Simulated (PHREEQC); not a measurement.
PHREEQC input (ion-association model, phreeqc.dat):

```
SOLUTION 0
  temp 40
  units mmol/kgw
  pH 7 charge
  S(6) 2.8
  Na 5.6
  Cl 61.01
  Ca 29
  Li 3
  O(0) 1 O2(g) -0.68
SOLUTION 1-40
  temp 40
  units mmol/kgw
  pH 7 charge
  Cl 152.01
  Zn 76
  O(0) 1 O2(g) -0.68
END
EXCHANGE 1-40
  X 0.049
  -equilibrate 1
END
SELECTED_OUTPUT 1
  -reset false
  -pH true
  -pe true
  -ionic_strength true
  -water true
  -step true
  -totals Ca Cl Li Na S Zn S(-2) S(6)
  -molalities ZnX2 NaX CaX2 LiX
  -saturation_indices Gypsum Halite Zn(OH)2(e)
PRINT
  -reset false
TRANSPORT
  -cells 40
  -shifts 160
  -lengths 0.0025
  -time_step 300
  -dispersivities 0.0035
  -boundary_conditions flux flux
  -correct_disp true
  -punch_cells 40
  -punch_frequency 5
END
```

Selected output (columns that matter, 20 of 33 rows; pore volumes added in front):

```
pore volumes	pH	mu	Ca	Cl	Li	Na	S	Zn	m_ZnX2	m_NaX	m_CaX2	si_Gypsum	si_Halite	si_Zn(OH)2(e)
0	4.8233	0.19981	0	0.15201	0	0	0	0.076	0.0245	0	0	-1000	-1000	-3.5998
0.2625	4.8233	0.19981	1.5398e-14	0.15201	7.8771e-12	1.1292e-11	3.5345e-11	0.076	0.0245	8.8161e-13	6.9446e-15	-21.081	-13.67	-3.5998
0.3875	4.8233	0.19979	4.7315e-09	0.152	1.4669e-07	2.3142e-07	3.6917e-07	0.075994	0.0245	1.8068e-08	2.134e-09	-11.574	-9.3587	-3.5998
0.6375	4.8282	0.19385	2.8138e-05	0.14694	9.7439e-05	0.00016577	0.00015604	0.073461	0.024477	1.3137e-05	1.3063e-05	-5.1642	-6.515	-3.5988
0.8875	4.8603	0.15922	0.00053762	0.11793	0.00080781	0.0014229	0.0010486	0.058357	0.024105	0.00012447	0.00030209	-2.9912	-5.6555	-3.597
1.0125	4.8846	0.13736	0.0011628	0.10004	0.001328	0.0023682	0.0015992	0.048601	0.023579	0.00022341	0.00075554	-2.423	-5.49	-3.6013
1.2625	4.931	0.10635	0.0033484	0.075103	0.0022152	0.0040299	0.0023664	0.033442	0.021378	0.00043398	0.0028027	-1.7033	-5.3565	-3.6288
1.5125	4.9686	0.094099	0.0074653	0.065003	0.0027134	0.0050061	0.0026771	0.023849	0.017126	0.00057082	0.006956	-1.252	-5.3099	-3.6825
1.6375	4.9868	0.09207	0.010333	0.063009	0.0028431	0.0052694	0.0027385	0.019849	0.014368	0.00060332	0.0096907	-1.0885	-5.2968	-3.7228
1.8875	5.0253	0.091379	0.016673	0.06147	0.0029637	0.005521	0.0027858	0.0126	0.0088629	0.0006234	0.015182	-0.8602	-5.2814	-3.8427
2.1375	5.0616	0.092063	0.022013	0.061108	0.0029967	0.0055922	0.002797	0.0070381	0.0047619	0.00061957	0.019286	-0.732	-5.2747	-4.0244
2.3875	5.0891	0.092724	0.025449	0.06103	0.0030026	0.0056053	0.0027994	0.0035563	0.0023422	0.00061289	0.021711	-0.6659	-5.2722	-4.2671
2.5125	5.0989	0.092954	0.02654	0.061019	0.0030026	0.0056056	0.0027997	0.0024604	0.0016064	0.00061033	0.022449	-0.6469	-5.2716	-4.4081
2.7625	5.1115	0.093245	0.027865	0.061012	0.0030017	0.0056037	0.0027999	0.001133	0.000732	0.00060697	0.023326	-0.6248	-5.271	-4.7202
3.0125	5.1179	0.093386	0.028496	0.06101	0.0030009	0.0056019	0.0028	0.00050236	0.00032293	0.00060528	0.023736	-0.6146	-5.2708	-5.0609
3.1375	5.1197	0.093425	0.028668	0.06101	0.0030006	0.0056013	0.0028	0.00033095	0.00021245	0.00060481	0.023847	-0.6119	-5.2707	-5.2387
3.3875	5.1216	0.093468	0.028858	0.06101	0.0030003	0.0056006	0.0028	0.00014125	9.0537e-05	0.00060428	0.023969	-0.6089	-5.2707	-5.6045
3.6375	5.1225	0.093487	0.028941	0.06101	0.0030001	0.0056003	0.0028	5.921e-05	3.7927e-05	0.00060405	0.024022	-0.6076	-5.2707	-5.9804
3.7625	5.1227	0.093492	0.028962	0.06101	0.0030001	0.0056002	0.0028	3.8124e-05	2.4416e-05	0.00060399	0.024035	-0.6073	-5.2707	-6.1712
4.0125	5.123	0.093497	0.028984	0.06101	0.003	0.0056001	0.0028	1.5661e-05	1.0028e-05	0.00060393	0.02405	-0.607	-5.2707	-6.5571
```

Species that the database lacks are ignored. Constants without temperature data keep their 25 °C values here.
